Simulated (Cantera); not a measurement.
Input: 1 mol TiC, 0.92 mol H2, at 82.0 mbar.

Method: chemical equilibrium by Gibbs-energy minimisation in Cantera with the NASA 1993 tables (ideal gas, pure condensed phases). Candidate condensed phases: C, C6H6, C7H8, C8H18, Ti, TiC; 89 gas species. Ions and electrons are included (thermal ionisation). The numbers say what is thermodynamically allowed, not how fast it happens.

At 4000 K, list the 6 most abundant gas species with their mole fractions, and the condensed phases.

H 0.513, Ti 0.287, C 0.115, C3 0.0360, C2 0.0291, H2 0.00850. Condensed: gas only.
